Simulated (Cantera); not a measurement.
Feed: 1 mol Fe₂O₃, 980 mol H₂, 9.8 mol H₂O, at 1702 °C and 32.0 Pa.

Cantera equilibrium calculation (NASA polynomials, part measured and part estimated; ideal gas, pure solids and liquids). Candidate condensed phases: Fe, FeO, Fe(OH)₂, Fe(OH)₃, Fe₂O₃, Fe₃O₄, H₂O; 12 gas species. Equilibrium is a limit: real reactors are often held back by kinetics, nucleation or transport.

Question: What is the equilibrium state?

Answer: 
```
Quantity                            Result
--------------------------------  --------
x(H₂)                                0.913
x(H)                                0.0731
x(H₂O)                              0.0123
x(Fe)                              0.00194
x(OH)                              9.41e-5
x(O)                               5.54e-6
gas amount                        1029 mol
log10 activity of Fe(l) (absent)     -2.64
```
